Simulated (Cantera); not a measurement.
A Cantera script and what it prints.

```python
import numpy as np
import cantera as ct

gas_names = """
    AL2CL6 H2 ALCL HCL
""".split()
cond_names = """

""".split()


# ... load() reads the species with a 1 bar reference pressure and builds the phases ...
species = {s.name: s for s in load("nasa_gas.yaml", gas_names) + load("nasa_condensed.yaml", cond_names)}
# Each term lists the table entries of one substance; the one whose range holds T is used.
reactions = {
    'Al2Cl6(g) + 2 H2(g) = 2 AlCl(g) + 4 HCl(g)':
        [(-1, ['AL2CL6']), (-2, ['H2']), (2, ['ALCL']), (4, ['HCL'])],
}


def pick(names, T):
    return next(species[n] for n in names if species[n].thermo.min_temp <= T <= species[n].thermo.max_temp)


results = []
for label, terms in reactions.items():
    print(label)
    print("     T/K   dH/kJ  dS/(J/K)   dG/kJ   log10 K")
    for T in [300, 725, 800, 875, 950, 1025, 1100, 1175, 1250, 1325, 1400]:
        used = [(nu, pick(names, T)) for nu, names in terms]
        dH = sum(nu * s.thermo.h(T) for nu, s in used) / 1e6
        dS = sum(nu * s.thermo.s(T) for nu, s in used) / 1e3
        dG = dH - T * dS / 1e3
        logK = -dG * 1e6 / (ct.gas_constant * T * np.log(10))
        results.append((label, T, dH, dS, dG, logK, [s.name for _, s in used]))
        print(f"{T:8g} {dH:8.1f} {dS:8.1f} {dG:8.1f} {logK:8.2f}")
```

Result:

```
Al2Cl6(g) + 2 H2(g) = 2 AlCl(g) + 4 HCl(g)
     T/K   dH/kJ  dS/(J/K)   dG/kJ   log10 K
     300    823.5    466.9    683.5  -119.00
     725    806.5    432.3    493.1   -35.53
     800    803.4    428.2    460.9   -30.09
     875    800.3    424.5    428.9   -25.60
     950    797.3    421.2    397.2   -21.84
    1025    794.4    418.2    365.7   -18.64
    1100    791.5    415.5    334.4   -15.88
    1175    788.7    413.0    303.4   -13.49
    1250    785.9    410.8    272.5   -11.39
    1325    783.2    408.7    241.8    -9.53
    1400    780.6    406.7    211.2    -7.88
```

Standard-state values (1 bar) from the NASA 1993 polynomials, evaluated with Cantera. Condensed species are held in their standard states even where they would react or evaporate.
